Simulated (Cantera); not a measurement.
Feed: 1 mol C₂F₆, 4 mol H₂, equilibrated at 86.0 Pa.

Cantera equilibrium calculation (NASA polynomials, part measured and part estimated; ideal gas, pure solids and liquids). Candidate condensed phases: C, C₆H₆, C₇H₈, C₈H₁₈; 95 gas species. The feed counts by its element totals alone. Rates play no part. All values below are at 650 °C.

Base state: HF 0.857, H₂ 0.143 (mole fractions); condensed: C(graphite).

**Question.** What changes in the equilibrium state with this change: H₂ from 4 to 2 mol?

**Answer.** 
```tsv
species	before	after
HF	0.857	0.889
CF₄	<1e-9	0.111
H₂	0.143	<1e-9
C(graphite), mol	2.00	1.50
```
Gases not in the tables: C₂F₆ and larger saturated fluorocarbons.

**Question.** What changes in the equilibrium state with this change: H₂ from 4 to 0.18 mol?

**Answer.** 
| species | before | after |
|---|---|---|
| CF₄ | <1e-9 | 0.797 |
| HF | 0.857 | 0.203 |
| H₂ | 0.143 | <1e-9 |
| C(graphite), mol | 2.00 | 0.590 |
Gases not in the tables: C₂F₆ and larger saturated fluorocarbons.
